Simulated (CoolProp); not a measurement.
Saturated liquid density (kg/m³) of isohexane: the reference equation beside estimates from Tc = 497.7 K, pc = 3.043 MPa, ω = 0.280. Rackett uses Z = 0.29056 − 0.08775 ω.

Computed with CoolProp (reference Helmholtz-energy equation of state, Lemmon 2006). It is a short technical equation, of lower accuracy than the large ones.

| T (K) | reference | Rackett | Redlich-Kwong | Soave-Redlich-Kwong |
|---|---|---|---|---|
| 346.8 | 601.6 | 610.8 | 526.1 | 549.6 |
| 351.5 | 596.7 | 605.6 | 520.8 | 544.6 |
| 356.2 | 591.8 | 600.4 | 515.4 | 539.5 |
| 360.9 | 586.8 | 595.1 | 509.9 | 534.2 |
| 365.6 | 581.8 | 589.7 | 504.2 | 528.7 |
| 370.3 | 576.6 | 584.2 | 498.5 | 523.2 |
| 375 | 571.4 | 578.6 | 492.6 | 517.4 |
| 379.7 | 566.0 | 572.9 | 486.6 | 511.5 |

Absolute difference from the reference over all 8 rows, mean and median: Rackett 1.4 and 1.4 %, Redlich-Kwong 13.2 and 13.2 %, Soave-Redlich-Kwong 9.1 and 9.0 %.
